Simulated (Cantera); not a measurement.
What does this Cantera script print?

```python
import numpy as np
import cantera as ct

gas = ct.Solution("gri30.yaml")


def delay(T, t_max=10):
    gas.TPX = T, 100000, {'CH4': 1, 'H2': 0.21, 'O2': 3.8, 'N2': 11}
    reactor = ct.IdealGasReactor(gas, clone=False)
    net = ct.ReactorNet([reactor])
    net.rtol, net.atol = 1e-8, 1e-16
    while net.time < t_max:
        t_old, T_old = net.time, reactor.T
        net.step()
        if reactor.T > T + 400:  # ignition: a rise of 400 K
            return t_old + (T + 400 - T_old) / (reactor.T - T_old) * (net.time - t_old)
    return np.nan


taus = []
for T in [898, 948, 998, 1048, 1098, 1148, 1198, 1248, 1298]:
    taus.append(delay(T))
    print(f"T0 = {T:6g} K   tau = {taus[-1]:.4e} s")
```

Result:

```
T0 =    898 K   tau = 4.0321e-01 s
T0 =    948 K   tau = 8.6440e-02 s
T0 =    998 K   tau = 3.7164e-02 s
T0 =   1048 K   tau = 2.0808e-02 s
T0 =   1098 K   tau = 1.2345e-02 s
T0 =   1148 K   tau = 7.3833e-03 s
T0 =   1198 K   tau = 4.4362e-03 s
T0 =   1248 K   tau = 2.6984e-03 s
T0 =   1298 K   tau = 1.6758e-03 s
```

Model: GRI-Mech 3.0 (53 species, 325 reactions), integrated in Cantera. Below about 1000 K GRI-Mech 3.0 lacks low-temperature oxidation paths. Below about 950 K walls govern HO2 and H2O2 in real vessels.
